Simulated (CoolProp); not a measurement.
The fluid at 303.53 K and 0.198 MPa is throttled through a valve to 0.0145 MPa with no heat exchange. The same conditions are run with several fluids, on thermodynamics alone (safety and materials aside).

Values from CoolProp's reference Helmholtz-energy equation of state of each fluid (octamethyltrisiloxane (MDM): Thol 2017; n-undecane: Aleksandrov 2011; water: Wagner 2002; dodecamethylcyclohexasiloxane (D6): Colonna 2008; n-heptane: Span 2003).

```json
[
 {"fluid": "octamethyltrisiloxane (MDM)", "temperature change (K)": "+0.1", "final density (kg/m³)": "810"},
 {"fluid": "n-undecane", "temperature change (K)": "+0.1", "final density (kg/m³)": "732"},
 {"fluid": "water", "temperature change (K)": "+0.0", "final density (kg/m³)": "995"},
 {"fluid": "dodecamethylcyclohexasiloxane (D6)", "temperature change (K)": "+0.1", "final density (kg/m³)": "962"},
 {"fluid": "n-heptane", "temperature change (K)": "+0.1", "final density (kg/m³)": "675"}
]
```
